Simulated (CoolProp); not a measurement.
The numbers come from the reference Helmholtz-energy equation of state, Guder 2009 in CoolProp.

**Question.** Give the vapour pressure (MPa), vapour density (kg/m³), liquid cp (kJ/(kg K)), liquid viscosity (µPa s) of saturated sulfur hexafluoride at -31.15, -16.35 °C.

**Answer.** 
| T (°C) | p (MPa) | vapour density (kg/m³) | liquid cp (kJ/(kg K)) | liquid viscosity (µPa s) |
|---|---|---|---|---|
| -31.15 | 0.473 | 38.8 | 0.897 | 310 |
| -16.35 | 0.774 | 63.4 | 0.954 | 244 |

Viscosity comes from a separate model (Quiñones-Cisneros 2012).
